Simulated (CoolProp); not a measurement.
Saturated liquid density (kg/m³) of methane: the reference equation beside estimates from Tc = 190.6 K, pc = 4.599 MPa, ω = 0.011. Rackett uses Z = 0.29056 − 0.08775 ω.

Computed with CoolProp (reference Helmholtz-energy equation of state, Setzmann 1991).

| T (K) | reference | Rackett | van der Waals | Redlich-Kwong | Peng-Robinson |
|---|---|---|---|---|---|
| 130.2 | 393.7 | 392.6 | 269.6 | ___ | 438.5 |
| 132.5 | 389.9 | 388.7 | 266.9 | 387.3 | 433.4 |
| 134.8 | 386.0 | 384.8 | 264.1 | 382.3 | ___ |
| 137.1 | 382.0 | 380.8 | 261.2 | 377.2 | 422.6 |
| 139.4 | 377.9 | 376.7 | 258.3 | 371.9 | 417.0 |
| 141.7 | 373.8 | 372.6 | 255.3 | 366.6 | 411.2 |
| 144 | ___ | 368.3 | ___ | 361.0 | 405.2 |
| 146.3 | ___ | 364.0 | 249.0 | 355.3 | 399.0 |
| 148.6 | 360.7 | 359.5 | 245.7 | ___ | 392.6 |
| 150.9 | 356.1 | 354.9 | ___ | 343.3 | 386.0 |
| 153.2 | 351.3 | 350.2 | 238.9 | 337.1 | 379.1 |
| 155.5 | 346.4 | 345.3 | 235.3 | 330.6 | 371.9 |
| 157.8 | ___ | 340.3 | 231.5 | 323.9 | 364.5 |
| 160.1 | 336.1 | 335.1 | 227.7 | 316.9 | 356.7 |

Complete the blanks.


- 130.2, Redlich-Kwong: 392.1
- 134.8, Peng-Robinson: 428.1
- 144, reference: 369.5
- 144, van der Waals: 252.2
- 146.3, reference: 365.2
- 148.6, Redlich-Kwong: 349.4
- 150.9, van der Waals: 242.3
- 157.8, reference: 341.4

Absolute difference from the reference over all 14 rows, mean and median: Rackett 0.3 and 0.3 %, van der Waals 31.8 and 31.8 %, Redlich-Kwong 2.7 and 2.5 %, Peng-Robinson 9.2 and 9.5 %.
